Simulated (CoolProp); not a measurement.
A simple Rankine cycle with methanol: condensing at 294.15 K, boiler at 0.255 MPa, turbine inlet 378.1 K, turbine efficiency 0.65, pump efficiency 0.6, no recuperator. Each further row changes one setting.

The numbers come from the reference Helmholtz-energy equation of state, de Reuck 1993 in CoolProp.

```json
[
 {"case": "as stated", "thermal efficiency (%)": "11.5", "net work (kJ/kg)": "148", "heat in (kJ/kg)": "1290", "turbine exit temperature (K)": "294.1", "volume ratio over the turbine": "14.4"},
 {"case": "turbine inlet 398.1 K", "thermal efficiency (%)": "11.7", "net work (kJ/kg)": "155", "heat in (kJ/kg)": "1330", "turbine exit temperature (K)": "294.1", "volume ratio over the turbine": "13.9"},
 {"case": "condensing temperature 286.15 K", "thermal efficiency (%)": "12.8", "net work (kJ/kg)": "167", "heat in (kJ/kg)": "1310", "turbine exit temperature (K)": "286.2", "volume ratio over the turbine": "21.7"},
 {"case": "boiler pressure 0.178 MPa", "thermal efficiency (%)": "10.3", "net work (kJ/kg)": "133", "heat in (kJ/kg)": "1300", "turbine exit temperature (K)": "294.1", "volume ratio over the turbine": "10.1"},
 {"case": "turbine efficiency 0.55", "thermal efficiency (%)": "9.8", "net work (kJ/kg)": "125", "heat in (kJ/kg)": "1290", "turbine exit temperature (K)": "294.1", "volume ratio over the turbine": "14.7"}
]
```

The expansion ends wet for: as stated; turbine inlet 398.1 K; condensing temperature 286.15 K; boiler pressure 0.178 MPa; turbine efficiency 0.55.
